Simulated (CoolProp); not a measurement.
The fluid at 280.87 K and 0.458 MPa (stagnation) flows isentropically through a choked orifice. The same conditions are run with several fluids, on thermodynamics alone (safety and materials aside).

Values from CoolProp's reference Helmholtz-energy equation of state of each fluid (R13: Platzer 1990; nitrogen: Span 2000; R404A: Lemmon 2003; oxygen: Schmidt 1985; R143a: Lemmon and Jacobsen 2000). The equations of Platzer and Polt are older, rougher fits. Blends and air are pseudo-pure fits.

```json
[
 {"fluid": "R13", "throat to inlet pressure ratio": "0.577", "mass flux (kg/(m² s))": "2000", "throat temperature (K)": "260.1"},
 {"fluid": "nitrogen", "throat to inlet pressure ratio": "0.528", "mass flux (kg/(m² s))": "1090", "throat temperature (K)": "233.9"},
 {"fluid": "R404A", "throat to inlet pressure ratio": "0.589", "mass flux (kg/(m² s))": "1940", "throat temperature (K)": "…"},
 {"fluid": "oxygen", "throat to inlet pressure ratio": "0.528", "mass flux (kg/(m² s))": "1160", "throat temperature (K)": "…"},
 {"fluid": "R143a", "throat to inlet pressure ratio": "…", "mass flux (kg/(m² s))": "…", "throat temperature (K)": "…"}
]
```

Fill in the missing entries.


- R404A, throat temperature (K): 263.8
- oxygen, throat temperature (K): 234.1
- R143a, throat to inlet pressure ratio: 0.586
- R143a, mass flux (kg/(m² s)): 1810
- R143a, throat temperature (K): 262.5
